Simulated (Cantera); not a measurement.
Aluminium nitride and oxide growth: AlCl3 + N2 + H2 + O2

A closed system holds: 1 mol AlCl3, 15 mol N2, 350 mol H2, 0.63 mol O2, equilibrated at 7.50 Torr.

Equilibrium computed with Cantera from the NASA thermochemical tables; the gas is ideal and each condensed phase is pure. Candidate condensed phases: Al, AlCl3, AlN, Al2O3, H2O, NH4Cl; 45 gas species. Mutual solubility and eutectic melting of coexisting phases are not modelled. The tables' values for AlCl2 are old estimates; treat these amounts as uncertain. Condensed phases not in the tables: AlOCl, aluminium oxynitride. Rates play no part.

From 677 °C to 1077 °C the condensed part is AlN(s) + Al2O3(s). From 1177 °C to 1677 °C the condensed part is Al2O3(s). The main Al-bearing gas is AlCl3 at 677 °C and AlCl at 1677 °C. The share of Al in condensed phases is highest at 677 °C (99.0 %) and lowest at 1677 °C (56.8 %).

```tsv
T (°C)	x H2	x N2	x H	x HCl	n AlN(s)	n Al2O3(s)
677	0.951	0.0407	5.43e-9	0.00811	0.150	0.420
777	0.951	0.0407	7.91e-8	0.00809	0.148	0.420
877	0.951	0.0407	7.28e-7	0.00807	0.146	0.420
977	0.951	0.0407	4.71e-6	0.00805	0.140	0.420
1077	0.951	0.0408	2.32e-5	0.00790	0.0939	0.420
1177	0.951	0.0409	9.22e-5	0.00768	0	0.420
1277	0.951	0.0409	0.000307	0.00771	0	0.418
1377	0.950	0.0409	0.000885	0.00769	0	0.413
1477	0.949	0.0409	0.00227	0.00759	0	0.396
1577	0.945	0.0408	0.00524	0.00736	0	0.357
1677	0.939	0.0407	0.0111	0.00694	0	0.284
```
x: gas mole fraction; n: condensed amount in mol.
